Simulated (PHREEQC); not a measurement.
A solution holds 8.9 mmol/kgw Cu(BF4)2 and 0.858 mmol/kgw HBF4, at 25 °C. Closed to the air; pH follows from the charge balance.

The numbers come from PHREEQC with the ion-association model, wateq4f.dat.

```yaml
pH: 2.77
ionic_strength: 0.0283 mol/kgw
total_alkalinity: -56.8 meq/kg
```

```json
[
 {"species": "BF4-", "molality": "0.0158", "activity": "0.0132", "log γ": "-0.075"},
 {"species": "Cu+2", "molality": "0.00871", "activity": "0.00481", "log γ": "-0.258"},
 {"species": "HF", "molality": "0.00461", "activity": "0.00464", "log γ": "0.003"},
 {"species": "F-", "molality": "0.00214", "activity": "0.00182", "log γ": "-0.072"},
 {"species": "H+", "molality": "0.00194", "activity": "0.00170", "log γ": "-0.057"},
 {"species": "H3BO3", "molality": "0.00128", "activity": "0.00129", "log γ": "0.003"}
]
```

This is a speciation only: nothing precipitates in the calculation. Real BF4- forms and hydrolyses slowly; the run takes it at equilibrium.
